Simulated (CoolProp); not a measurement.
The numbers come from the reference Helmholtz-energy equation of state, Thol 2017 in CoolProp.

Q: Give the vapour pressure (bar), liquid density (kg/m³), liquid cp (kJ/(kg K)), vapour Z of saturated decamethyltetrasiloxane (MD2M) at 204.85, 216.05, 249.75 °C.

A: 
```
T (°C)  p (bar)  liquid density (kg/m³)  liquid cp (kJ/(kg K))  vapour Z
------  -------  ----------------------  ---------------------  --------
204.85     1.30                     654                   2.14     0.911
216.05     1.66                     639                   2.16     0.893
249.75     3.26                     588                   2.25     0.821
```
